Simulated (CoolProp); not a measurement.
The fluid at 379.99 K and 0.591 MPa is compressed adiabatically to 3.15 MPa with isentropic efficiency 0.6. The same conditions are run with several fluids, on thermodynamics alone (safety and materials aside).

Computed with CoolProp (reference Helmholtz-energy equation of state of each fluid (carbonyl sulfide: Lemmon 2006; oxygen: Schmidt 1985; ethane: Bücker 2006; R227EA: Lemmon 2016)).

Rank carbonyl sulfide, oxygen, ethane, R227EA by work (kJ/kg), highest first.

oxygen (350), ethane (317), carbonyl sulfide (164), R227EA (46.8)

```csv
fluid,final temperature (K),final phase,final density (kg/m³)
carbonyl sulfide,592.3,gas,39.9
oxygen,733.3,gas,16.4
ethane,518.8,gas,22.7
R227EA,443.7,supercritical,185
```

Above 300 K oxygen's equation is extrapolated.
